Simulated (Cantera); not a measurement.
Input: 1 mol HMDSO, 5.5 mol O3, equilibrated at 1523 K and 3.70 mbar.

These are equilibrium values from Cantera (NASA tables, ideal gas, pure condensed phases), not measurements of a reactor. Candidate condensed phases: C, C6H6, C7H8, C8H18, H2O, Si, SiC, SiO2; 123 gas species. The feed counts by its element totals alone. The tables hold silica as quartz up to 1696 K and as liquid above; real silica turns to tridymite and cristobalite and melts near 1996 K. Rates play no part.

Base state: H2O 0.358, CO 0.258, H2 0.242, CO2 0.142, H 0.000187 (mole fractions); condensed: SiO2(β-quartz).

### Question
What changes in the equilibrium state with this change: O3 from 5.5 to 3.2 mol?

### Answer
```tsv
species	before	after
H2	0.242	0.568
CO	0.258	0.392
H2O	0.358	0.0318
CO2	0.142	0.00818
SiO	6.03e-7	1.59e-5
H	0.000187	0.000286
SiO2(β-quartz), mol	2.00	2.00
```
